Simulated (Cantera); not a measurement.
Feed: 1 mol MgO, 7.3 mol Cl2, 59 mol N2, held at 727 °C and 1.33 mbar.

Equilibrium computed with Cantera from the NASA thermochemical tables; the gas is ideal and each condensed phase is pure. Candidate condensed phases: Mg, MgCl2, MgO; 18 gas species. Rates play no part.

**Question.** What is the equilibrium state?

**Answer.** 
| Quantity | Result |
|---|---|
| x(N2) | 0.887 |
| x(Cl2) | 0.104 |
| x(MgCl2) | 0.00367 |
| x(Cl) | 0.00344 |
| x(O2) | 0.00184 |
| x(NO) | 3.10e-6 |
| n(MgO(s)) | 0.756 mol |
| gas amount | 66.54 mol |
| log10 activity of Mg(l) (absent) | -22.95 |
